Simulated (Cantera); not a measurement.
A closed system holds: 1 mol C6H6, 0.12 mol O2, 1.1 mol H2, at 1.00 Torr.

Method: chemical equilibrium by Gibbs-energy minimisation in Cantera with the NASA 1993 tables (ideal gas, pure condensed phases). Candidate condensed phases: C, C6H6, C7H8, C8H18, H2O; 110 gas species. The numbers say what is thermodynamically allowed, not how fast it happens.

log p: log10 of the partial pressure in bar; n: condensed amount in mol.

```csv
T (K),log p H2,log p H,log p CO,log p C2H2 (acetylene),log p CH4,log p H2O,log p C2H,n C(graphite)
1073,-2.90,-9.30,-4.13,-11.04,-7.14,-7.92,<-14,5.76
1173,-2.90,-8.38,-4.13,-10.11,-7.51,-8.48,<-14,5.76
1273,-2.90,-7.60,-4.13,-9.33,-7.83,-8.96,<-14,5.76
1373,-2.90,-6.93,-4.13,-8.66,-8.10,-9.36,<-14,5.76
1473,-2.90,-6.35,-4.13,-8.09,-8.33,-9.71,…,5.76
1573,-2.90,-5.84,-4.13,-7.59,-8.54,-10.02,…,5.76
1673,-2.90,-5.39,-4.13,-7.15,-8.72,-10.28,…,5.76
1773,-2.90,-5.00,-4.13,-6.76,-8.88,-10.52,…,5.76
1873,-2.91,-4.64,-4.14,-6.41,-9.03,-10.74,…,5.76
1973,-2.92,-4.33,-4.14,-6.11,-9.17,-10.94,…,5.75
2073,-2.93,-4.05,-4.15,-5.84,-9.32,-11.13,…,5.75
2173,-2.96,-3.80,-4.16,-5.61,-9.47,-11.32,…,5.74
```

Problem. Complete the blanks.

Solution. 
- 1473, log p C2H: -14.33
- 1573, log p C2H: -13.06
- 1673, log p C2H: -11.95
- 1773, log p C2H: -10.96
- 1873, log p C2H: -10.08
- 1973, log p C2H: -9.29
- 2073, log p C2H: -8.58
- 2173, log p C2H: -7.95
